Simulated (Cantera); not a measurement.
Cantera run:

```python
import numpy as np
import cantera as ct

gas_names = """
    H H2 N NH NH2 NH3 N2 N2H2 N2H4 Zr ZrN
""".split()
cond_names = """
    Zr(a) Zr(b) Zr(L) ZrN(s) ZrN(L)
""".split()


# ... load() reads the species with a 1 bar reference pressure and builds the phases ...
atoms = {
    'Zr': {'Zr': 1},
    'N2': {'N': 2},
    'H2': {'H': 2},
}
top_T = {}  # K; cautious upper limits of use, not melting points


# ... equilibrate(T, P, feed) seeds the gas with the atoms and calls Mixture.equilibrate('TP', solver="vcs", rtol=1e-11, max_steps=5000) ...
results = []
feed = {'Zr': 1, 'N2': 41, 'H2': 160}  # mol
T = 1498.15  # K
P = 340  # Pa
mix = equilibrate(T, P, feed)
results.append((T, P, feed, dict(zip(mix.species_names, mix.species_moles))))
x = sorted(zip(gas.X, gas.species_names), reverse=True)
print(f"T = {T:g} K  P = {P:g} Pa  gas = {mix.phase_moles(0):.4g} mol")
print("   x: " + "  ".join(f"{s} {v:.3e}" for v, s in x if v > 0.0001))
print("   condensed (mol): " + ("  ".join(f"{mix.phase(i).name} {mix.phase_moles(i):.4g}"
      for i in range(1, mix.n_phases) if mix.phase_moles(i) > 1e-12) or "none"))
```

It prints:

```
T = 1498.15 K  P = 340 Pa  gas = 200.5 mol
   x: H2 7.978e-01  N2 2.020e-01  H 2.637e-04
   condensed (mol): ZrN(s) 1
```

Method: chemical equilibrium by Gibbs-energy minimisation in Cantera with the NASA 1993 tables (ideal gas, pure condensed phases). ZrN: taken at fixed stoichiometry.
